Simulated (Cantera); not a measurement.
An isothermal, constant-pressure homogeneous reactor starts with H2 : O2 : N2 = 0.0074 : 1 : 0.4 (molar parts), at 1175 K and 10.00 Torr. Integrator tolerance rtol = 1e-08.

Model: GRI-Mech 3.0 (53 species, 325 reactions), integrated in Cantera. Radical loss at walls, strong at low pressure, is not modelled.

Q: What does this change do: 0.11 parts H2O added?

A: 
| quantity | before | after |
|---|---|---|
| x(H2) at 200 s | 8.42e-10 (gas-phase equilibrium 4.08e-10) | 6.77e-9 (gas-phase equilibrium 6.23e-9) |
| x(O2) at 200 s | 0.710 (gas-phase equilibrium 0.710) | 0.658 (gas-phase equilibrium 0.658) |
| x(H2O2) at 200 s | 1.93e-11 (gas-phase equilibrium 9.77e-12) | 1.48e-10 (gas-phase equilibrium 1.38e-10) |
| x(OH) at 200 s | 2.79e-6 (gas-phase equilibrium 1.94e-6) | 7.63e-6 (gas-phase equilibrium 7.32e-6) |
| x(NO) at 200 s | 1.59e-8 (gas-phase equilibrium 0.000179) | 3.30e-9 (gas-phase equilibrium 0.000166) |
| x(O) at 200 s | 2.21e-7 (gas-phase equilibrium 1.07e-7) | 1.12e-7 (gas-phase equilibrium 1.03e-7) |

Q: What does this change do: H2 0.0074 to 0.0018 parts?

A: 
```csv
quantity,before,after
x(H2) at 200 s,8.42e-10 (gas-phase equilibrium 4.08e-10),3.35e-10 (gas-phase equilibrium 9.91e-11)
x(O2) at 200 s,0.710 (gas-phase equilibrium 0.710),0.713 (gas-phase equilibrium 0.713)
x(H2O2) at 200 s,1.93e-11 (gas-phase equilibrium 9.77e-12),7.75e-12 (gas-phase equilibrium 2.39e-12)
x(OH) at 200 s,2.79e-6 (gas-phase equilibrium 1.94e-6),1.76e-6 (gas-phase equilibrium 9.61e-7)
x(NO) at 200 s,1.59e-8 (gas-phase equilibrium 0.000179),8.98e-9 (gas-phase equilibrium 0.000179)
x(O) at 200 s,2.21e-7 (gas-phase equilibrium 1.07e-7),3.60e-7 (gas-phase equilibrium 1.07e-7)
```
